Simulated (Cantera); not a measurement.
An isothermal, constant-pressure homogeneous reactor starts with 20.4 % H2, 18.5 % O2, 61.1 % N2, equivalence ratio 0.55, at 1175 K and 0.987 atm.

Detailed kinetics in Cantera: the H2/O2 subset of GRI-Mech 3.0, which has no nitrogen chemistry. The temperature is held fixed by assumption; the heat of reaction is taken as removed at once.

One state of this run: x H2 = 5.84e-5; x O2 = 0.0928; x H2O = 0.227; x H2O2 = 1.74e-7; x O = 1.06e-6. x: mole fraction; the columns are a selection and need not sum to one.

Q: Which value of t (s) does it belong to?
(A) 1.64
(B) 0.00313
(C) 7.33e-5
(D) 0.000256

A: B, 0.00313
